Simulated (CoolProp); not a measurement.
A Linde-Hampson liquefier for carbon monoxide: isothermal reversible compression at 230 K from 1 atm to 20 MPa, throttling to 1 atm, return gas leaving the recuperator 2 K below the feed. Each further row changes one setting.

Computed with CoolProp (reference Helmholtz-energy equation of state, Lemmon 2006). It is a short technical equation, of lower accuracy than the large ones.

```csv
case,liquid yield per pass,compression work (kJ/kg of gas)
as stated,0.175,348
high pressure 40 MPa,0.204,399
warm-end temperature 260 K,0.124,401
warm-end gap 7 K,0.163,348
```
